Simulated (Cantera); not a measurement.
Mixture: 15.1 % H₂, 11.6 % O₂, 73.3 % N₂, equivalence ratio 0.65, at 7.30 bar, adiabatic and at constant volume. Ignition delay is the time to a rise of 400 K.

Computed with Cantera and the H2/O2 subset of GRI-Mech 3.0, which has no nitrogen chemistry. The hydrogen kinetics of GRI-Mech 3.0 are dated; newer H2 mechanisms differ, most at raised pressure. Below about 950 K walls govern HO2 and H2O2 in real vessels.

### Question
Predict: delay at 900 K; delay at 975 K; delay at 1050 K; delay at 1125 K; delay at 1200 K; delay at 1275 K.

### Answer
- delay at 900 K = 0.204 s
- delay at 975 K = 27.4 ms
- delay at 1050 K = 4.21 ms
- delay at 1125 K = 0.547 ms
- delay at 1200 K = 28.4 µs
- delay at 1275 K = 9.39 µs
